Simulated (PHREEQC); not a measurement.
Make-up at 25 °C: 2.2 mmol/kgw K3PO4. Closed to the air; pH follows from the charge balance.

Computed with PHREEQC (ion-association model, wateq4f.dat).

- pH = 11.24
- ionic strength = 0.00927 mol/kgw
- total alkalinity = 4.40 meq/kg

```
species  molality  activity   log γ
-------  --------  --------  ------
K+        0.00658   0.00595  -0.044
OH-       0.00195   0.00176  -0.044
HPO4-2    0.00193   0.00131  -0.170
PO4-3    0.000250  0.000104  -0.382
KHPO4-    1.67e-5   1.52e-5  -0.042
H2PO4-    1.32e-7   1.20e-7  -0.042
```

Precipitation was switched off in this run. Species that the database lacks are ignored. H3PO4, which wateq4f.dat lacks, is added to it with the constant of phreeqc.dat.
